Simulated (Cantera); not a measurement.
**Thermodynamics of aluminium nitride and oxide growth, feed Al + H2O + N2**

Feed: 1 mol Al, 4.9 mol H2O, 72 mol N2, held at 13.3 mbar.

Cantera equilibrium calculation (NASA polynomials, part measured and part estimated; ideal gas, pure solids and liquids). Candidate condensed phases: Al, AlN, Al2O3, H2O; 35 gas species. Equilibrium is a limit: real reactors are often held back by kinetics, nucleation or transport.

```
T (°C)   x N2   x H2O    x H2       x H  n Al2O3(s)
------  -----  ------  ------  --------  ----------
1450    0.936  0.0442  0.0194  0.000220       0.500
1500    0.936  0.0441  0.0194  0.000343       0.500
1550    0.936  0.0441  0.0193  0.000521       0.500
1600    0.936  0.0440  0.0192  0.000775       0.500
1650    0.936  0.0439  0.0191   0.00113       0.500
1700    0.935  0.0437  0.0190   0.00161       0.500
1750    0.935  0.0433  0.0189   0.00226       0.500
1800    0.934  0.0428  0.0188   0.00312       0.500
1850    0.933  0.0420  0.0188   0.00426       0.500
1900    0.932  0.0408  0.0189   0.00574       0.500
```
x: gas mole fraction; n: condensed amount in mol.

From 1450 °C to 1900 °C the condensed part is Al2O3(s).
